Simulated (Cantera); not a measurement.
An adiabatic, constant-volume homogeneous reactor starts with CH₄ : H₂ : O₂ : N₂ = 1 : 1.5 : 1.25 : 4.7 (molar parts), at 1400 K and 750 Torr. Integrator tolerance rtol = 1e-08.

Computed with Cantera and GRI-Mech 3.0 (53 species, 325 reactions).

### Question
What does this change do: initial temperature 1400 to 950 K?

### Answer
| quantity | before | after |
|---|---|---|
| time of steepest temperature rise | 0.206 ms | 17.5 ms |
| temperature at 0.300 s | 2710 K | 2434 K |
| equilibrium temperature | 2710 K | 2434 K |
| x(CH₄) at 0.300 s | 4.49e-11 (gas-phase equilibrium 5.07e-11) | 2.41e-10 (gas-phase equilibrium 2.74e-10) |
| x(H₂) at 0.300 s | 0.218 (gas-phase equilibrium 0.218) | 0.225 (gas-phase equilibrium 0.225) |
| x(O₂) at 0.300 s | 5.04e-5 (gas-phase equilibrium 5.04e-5) | 2.99e-6 (gas-phase equilibrium 2.99e-6) |
| x(HCN) at 0.300 s | 2.11e-7 (gas-phase equilibrium 2.11e-7) | 2.89e-7 (gas-phase equilibrium 2.89e-7) |
| x(NO₂) at 0.300 s | 6.60e-9 (gas-phase equilibrium 6.60e-9) | 3.73e-10 (gas-phase equilibrium 3.73e-10) |
| x(CH₂O) at 0.300 s | 1.82e-8 (gas-phase equilibrium 1.82e-8) | 2.46e-8 (gas-phase equilibrium 2.46e-8) |
Below about 1000 K GRI-Mech 3.0 lacks low-temperature oxidation paths.

### Question
What does this change do: initial temperature 1400 to 1550 K?

### Answer
```tsv
quantity	before	after
time of steepest temperature rise	0.206 ms	91.4 µs
temperature at 0.300 s	2710 K	2786 K
equilibrium temperature	2710 K	2786 K
x(CH₄) at 0.300 s	4.49e-11 (gas-phase equilibrium 5.07e-11)	2.95e-11 (gas-phase equilibrium 3.33e-11)
x(H₂) at 0.300 s	0.218 (gas-phase equilibrium 0.218)	0.214 (gas-phase equilibrium 0.214)
x(O₂) at 0.300 s	5.04e-5 (gas-phase equilibrium 5.04e-5)	9.89e-5 (gas-phase equilibrium 9.89e-5)
x(HCN) at 0.300 s	2.11e-7 (gas-phase equilibrium 2.11e-7)	1.94e-7 (gas-phase equilibrium 1.94e-7)
x(NO₂) at 0.300 s	6.60e-9 (gas-phase equilibrium 6.60e-9)	1.30e-8 (gas-phase equilibrium 1.30e-8)
x(CH₂O) at 0.300 s	1.82e-8 (gas-phase equilibrium 1.82e-8)	1.67e-8 (gas-phase equilibrium 1.67e-8)
```
